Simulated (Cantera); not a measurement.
Charge: 1 mol HMDSO, 1.5 mol NO, 0.38 mol H₂, at 0.000460 bar.

Method: chemical equilibrium by Gibbs-energy minimisation in Cantera with the NASA 1993 tables (ideal gas, pure condensed phases). Candidate condensed phases: C, C₆H₆, C₇H₈, C₈H₁₈, H₂O, Si, SiC, SiO₂, Si₂N₂O, Si₃N₄; 151 gas species. The feed counts by its element totals alone. Equilibrium is a limit: real reactors are often held back by kinetics, nucleation or transport.

Question: At 1800 K, list the 4 most abundant gas species with their mole fractions, and the condensed phases.

Answer: H₂ 0.729, CO 0.195, N₂ 0.0583, H 0.0143. Condensed: C(graphite) + SiC(s).
